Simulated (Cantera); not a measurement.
A diamond (100) surface in a fixed gas of H2 with x(CH4) = 0.0048, x(H) = 0.0074, at 1323 K, 0.180 bar; coverages are run to steady state.

Computed with Cantera and the Harris–Goodwin 1993 mechanism for the reconstructed diamond (100) surface.

θ: site fractions in the mechanism's names (c6HH fully hydrogenated, c6H* and c6*H radical sites, c6** diradical, c6HM methylated).

```tsv
x(CH3)	growth (µm/h)	θ c6HH	θ c6H*	θ c6*H	θ c6**	θ c6HM
1e-06	0.0746	0.371	0.0518	0.530	0.0479	4.65e-6
2.4e-06	0.179	0.371	0.0518	0.530	0.0479	1.12e-5
5.8e-06	0.433	0.371	0.0518	0.530	0.0479	2.70e-5
1.4e-05	1.04	0.371	0.0518	0.529	0.0479	6.51e-5
3.3e-05	?	0.371	0.0517	0.529	0.0479	?
8e-05	5.95	0.370	0.0517	0.529	0.0478	0.000371
0.00019	14.1	0.370	0.0517	0.529	0.0476	0.000880
0.00046	33.8	0.369	0.0515	0.527	0.0471	0.00212
0.0011	?	0.368	0.0512	0.524	0.0459	?
```

**Question.** Fill in the missing entries.

**Answer.** 
- 3.3e-05, growth (µm/h): 2.46
- 3.3e-05, θ c6HM: 0.000153
- 0.0011, growth (µm/h): 79.5
- 0.0011, θ c6HM: 0.00499
